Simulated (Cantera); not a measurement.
Charge: 1 mol SiHCl3, 0.28 mol NH3, 14 mol N2, equilibrated at 9.40 Pa.

Cantera equilibrium calculation (NASA polynomials, part measured and part estimated; ideal gas, pure solids and liquids). Candidate condensed phases: NH4Cl, Si, Si3N4; 28 gas species. The tables' values for SiCl, SiN are old estimates; treat these amounts as uncertain. Equilibrium is a limit: real reactors are often held back by kinetics, nucleation or transport.

Q: At 2123 K, list the 4 most abundant gas species with their mole fractions, and the condensed phases.

A: N2 0.755, Cl 0.104, Si 0.0433, HCl 0.0392. Condensed: gas only.
